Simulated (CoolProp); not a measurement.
Ethane at several states: fugacity coefficient from the reference equation and from simpler models built on Tc = 305.3 K, pc = 4872 kPa, ω = 0.099; each cubic takes its own stable root.

Computed with CoolProp (reference Helmholtz-energy equation of state, Bücker 2006).

| T (K) | p (kPa) | phase | reference |
|---|---|---|---|
| 328.3 | 26100 | supercritical | 0.3143 |
| 176.1 | 12.1 | gas | 0.9956 |
| 224.8 | 250 | gas | 0.9563 |
| 457.5 | 1830 | gas | 0.9681 |
| 317.8 | 8860 | supercritical | 0.4890 |
| 112.2 | 4920 | liquid | 2.809e-5 |

Task: How far does each simpler model (van der Waals, Soave-Redlich-Kwong, Peng-Robinson) lie from the reference over these 6 states: mean and median of the absolute difference, and the worst?

Result: 
- van der Waals: mean 2114.7 %, median 3.3 %, worst +12662.5 % at 112.2 K and 4920 kPa
- Soave-Redlich-Kwong: mean 2.8 %, median 1.2 %, worst -7.9 % at 112.2 K and 4920 kPa
- Peng-Robinson: mean 3.2 %, median 1.8 %, worst +11.5 % at 112.2 K and 4920 kPa
